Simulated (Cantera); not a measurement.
A closed system holds: 1 mol (CH3)2SiCl2, 0.015 mol CH4, 11 mol H2, at 0.350 bar.

Equilibrium computed with Cantera from the NASA thermochemical tables; the gas is ideal and each condensed phase is pure. Candidate condensed phases: C, C6H6, C7H8, C8H18, Si, SiC; 109 gas species. The feed counts by its element totals alone. The tables' values for SiCl3 are old estimates; treat these amounts as uncertain. The numbers say what is thermodynamically allowed, not how fast it happens.

x: gas mole fraction; n: condensed amount in mol.

```json
[
 {"T (K)": "1148", "x H2": "0.876", "x HCl": "0.111", "x CH4": "0.00639", "x SiCl4": "___", "n C(graphite)": "1.01", "n SiC(s)": "0.910"},
 {"T (K)": "1223", "x H2": "0.870", "x HCl": "0.124", "x CH4": "0.00353", "x SiCl4": "___", "n C(graphite)": "1.00", "n SiC(s)": "0.959"},
 {"T (K)": "1298", "x H2": "0.868", "x HCl": "0.129", "x CH4": "0.00210", "x SiCl4": "___", "n C(graphite)": "1.00", "n SiC(s)": "0.981"},
 {"T (K)": "1373", "x H2": "0.867", "x HCl": "0.131", "x CH4": "0.00132", "x SiCl4": "___", "n C(graphite)": "1.01", "n SiC(s)": "0.988"},
 {"T (K)": "1448", "x H2": "0.867", "x HCl": "0.131", "x CH4": "0.000878", "x SiCl4": "___", "n C(graphite)": "1.01", "n SiC(s)": "0.990"},
 {"T (K)": "1523", "x H2": "0.867", "x HCl": "0.132", "x CH4": "0.000606", "x SiCl4": "___", "n C(graphite)": "1.02", "n SiC(s)": "0.989"},
 {"T (K)": "1598", "x H2": "0.867", "x HCl": "0.131", "x CH4": "0.000433", "x SiCl4": "___", "n C(graphite)": "1.02", "n SiC(s)": "0.987"},
 {"T (K)": "1673", "x H2": "0.868", "x HCl": "0.131", "x CH4": "0.000320", "x SiCl4": "___", "n C(graphite)": "1.02", "n SiC(s)": "0.984"},
 {"T (K)": "1748", "x H2": "0.868", "x HCl": "0.130", "x CH4": "0.000242", "x SiCl4": "___", "n C(graphite)": "1.03", "n SiC(s)": "0.980"}
]
```

Q: What belongs in the gaps?

A: 
- 1148, x SiCl4: 0.00509
- 1223, x SiCl4: 0.00207
- 1298, x SiCl4: 0.000765
- 1373, x SiCl4: 0.000287
- 1448, x SiCl4: 0.000116
- 1523, x SiCl4: 5.02e-5
- 1598, x SiCl4: 2.34e-5
- 1673, x SiCl4: 1.17e-5
- 1748, x SiCl4: 6.14e-6
